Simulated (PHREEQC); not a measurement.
## Leach liquor (model solution)

A solution holds 0.0025 mol HCl, 0.002 mol NiSO4 and 5.7e-05 mol MnSO4 per kg of water, at 25 °C. Closed to the air; pH follows from the charge balance.

Computed with PHREEQC (ion-association model, wateq4f.dat).

No solid was allowed to form.

**Question.** Predict the pH.

**Answer.** pH 2.68.

**Question.** In which forms is Ni present?

**Answer.** Ni+2 87 %, NiSO4 12 % of the Ni.

Complexes and solids missing from the database can't appear.
